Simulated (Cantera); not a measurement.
Feed: 1 mol SiH2Cl2, 4.5 mol HCl, 56 mol N2, at 0.133 bar.

Cantera equilibrium calculation (NASA polynomials, part measured and part estimated; ideal gas, pure solids and liquids). Candidate condensed phases: NH4Cl, Si, Si3N4; 28 gas species. The tables' values for SiCl3 are old estimates; treat these amounts as uncertain. Kinetics and transport are ignored. All values below are at 1575 K.

Base state: N2 0.899, HCl 0.0660, H2 0.0192, SiCl2 0.0106, SiCl3 0.00290, SiCl4 0.00208, SiHCl3 8.05e-5, Cl 4.31e-5 (mole fractions); condensed: Si3N4(s).

Problem. What changes in the equilibrium state with this change: pressure from 0.133 bar to 1.00 bar?

Solution. 
```
species         before     after
-------------  -------  --------
N2               0.899     0.902
HCl             0.0660    0.0688
H2              0.0192    0.0180
SiCl2           0.0106   0.00318
SiCl4          0.00208   0.00541
H              1.58e-5   5.58e-6
Cl             4.31e-5   1.69e-5
SiHCl3         8.05e-5  0.000189
SiCl3          0.00290   0.00256
Si3N4(s), mol  0.00897    0.0994
```

Problem. What changes in the equilibrium state with this change: SiH2Cl2 replaced by SiHCl3?

Solution. 
| species | before | after |
|---|---|---|
| N2 | 0.899 | 0.902 |
| HCl | 0.0660 | 0.0746 |
| SiCl2 | 0.0106 | 0.00727 |
| H2 | 0.0192 | 0.00695 |
| SiCl4 | 0.00208 | 0.00504 |
| Cl | 4.31e-5 | 8.10e-5 |
| H | 1.58e-5 | 9.49e-6 |
| Si3N4(s), mol | 0.00897 | 0 |
